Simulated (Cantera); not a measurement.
Cantera run, input and output.

```python
import numpy as np
import cantera as ct

gas = ct.Solution("gri30.yaml")
gas.TPX = 1450, 13332, {'C2H4': 1, 'H2': 17}
reactor = ct.IdealGasConstPressureReactor(gas, energy="off", clone=False)
net = ct.ReactorNet([reactor])
net.rtol, net.atol = 1e-08, 1e-18
show = ['C2H4', 'H2', 'CH3', 'CH2', 'C2H2']
times = np.geomspace(5e-06, 20, 10)

steps = ct.SolutionArray(gas, extra=["t"])
rows = []
print(f"{'t/s':>10s}{'T/K':>9s}{'P/Pa':>11s}" + "".join(f"{s:>11s}" for s in show))
for t in times:
    while net.time < t:
        t_next = net.step()
        steps.append(gas.state, t=t_next)
    rows.append([np.interp(t, steps.t, y) for y in (steps.T, steps.P, *steps(*show).X.T)])
    print(f"{t:10.3e}{rows[-1][0]:9.1f}{rows[-1][1]:11.4g}" + "".join(f"{x:11.3e}" for x in rows[-1][2:]))
rate = np.gradient(steps.T, steps.t)
print("integrator steps:", len(steps.t))
if steps.T.max() > steps.T[0] + 200:
    print(f"time of steepest temperature rise: {steps.t[rate.argmax()]:.4e} s")
gas.TPX = 1450, 13332, {'C2H4': 1, 'H2': 17}
gas.equilibrate("TP")
print(f"equilibrium (TP): T = {gas.T:.1f} K  " + "  ".join(f"{s} {gas[s].X[0]:.3e}" for s in show))
```

Result:

```
       t/s      T/K       P/Pa       C2H4         H2        CH3        CH2       C2H2
 5.000e-06   1450.0  1.333e+04  5.555e-02  9.444e-01  5.543e-15  7.320e-16  5.798e-07
 2.707e-05   1450.0  1.333e+04  5.555e-02  9.444e-01  2.801e-13  1.507e-14  3.141e-06
 1.466e-04   1450.0  1.333e+04  5.554e-02  9.444e-01  5.175e-12  1.267e-13  1.705e-05
 7.937e-04   1450.0  1.333e+04  5.546e-02  9.444e-01  1.101e-10  7.485e-13  9.367e-05
 4.298e-03   1450.0  1.333e+04  5.497e-02  9.445e-01  3.172e-09  5.788e-12  5.564e-04
 2.327e-02   1450.0  1.333e+04  4.448e-02  9.449e-01  3.114e-07  1.382e-10  1.037e-02
 1.260e-01   1450.0  1.333e+04  7.123e-03  9.463e-01  9.248e-07  5.058e-11  4.536e-02
 6.822e-01   1450.0  1.333e+04  2.876e-03  9.460e-01  1.656e-06  5.987e-11  4.897e-02
 3.694e+00   1450.0  1.333e+04  2.772e-03  9.438e-01  4.509e-06  1.340e-10  4.723e-02
 2.000e+01   1450.0  1.333e+04  2.408e-03  9.358e-01  1.239e-05  2.905e-10  4.113e-02
integrator steps: 772
equilibrium (TP): T = 1450.0 K  C2H4 2.091e-03  H2 9.288e-01  CH3 1.817e-05  CH2 3.813e-10  C2H2 3.571e-02
```

Cantera simulation using GRI-Mech 3.0 (53 species, 325 reactions); the numbers are that mechanism's predictions, not measurements. GRI-Mech 3.0 was tuned for natural gas; its chemistry of ethylene as a main component is partial and can be far from experiment. GRI-Mech 3.0 stops at C3 and has no aromatics, soot or wall deposition, so with more carbon than oxygen in the feed, carbon stays in small species such as C2H2 where larger ones or solid carbon would form.
